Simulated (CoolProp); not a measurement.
Vapour-liquid equilibrium of benzene (1) + p-xylene (2) at 201.55 °C; x and y are mole fractions of (1).

Values from CoolProp's multi-fluid Helmholtz-energy mixture model, Thol 2012 and Zhou 2012; pair parameters Bell 2016.

| x | bubble pressure, mixture model (MPa) | bubble pressure, Raoult's law (MPa) | y, mixture model | y, Raoult's law |
|---|---|---|---|---|
| 0.05 | 0.4697 | 0.4781 | 0.127 | 0.154 |
| 0.15 | ___ | 0.5829 | 0.329 | 0.379 |
| 0.25 | ___ | 0.6877 | 0.480 | 0.536 |
| 0.35 | ___ | 0.7926 | 0.598 | 0.651 |
| 0.45 | ___ | 0.8974 | 0.692 | 0.739 |
| 0.55 | ___ | 1.002 | 0.769 | 0.809 |
| 0.65 | ___ | 1.107 | 0.834 | 0.865 |
| 0.75 | ___ | 1.212 | 0.889 | 0.912 |
| 0.85 | 1.296 | 1.317 | 0.937 | 0.952 |
| 0.95 | 1.414 | 1.422 | 0.980 | 0.985 |

**Question.** What belongs in the gaps?

**Answer.** 
- 0.15, bubble pressure, mixture model (MPa): 0.5613
- 0.25, bubble pressure, mixture model (MPa): 0.6571
- 0.35, bubble pressure, mixture model (MPa): 0.7562
- 0.45, bubble pressure, mixture model (MPa): 0.8585
- 0.55, bubble pressure, mixture model (MPa): 0.9635
- 0.65, bubble pressure, mixture model (MPa): 1.071
- 0.75, bubble pressure, mixture model (MPa): 1.182

The largest gap from Raoult's law is -4.6 % in bubble pressure, at x = 0.35. No azeotrope shows between x = 0.05 and 0.95.

The pair parameters rest on a limited set of measurements; away from them the model extrapolates.
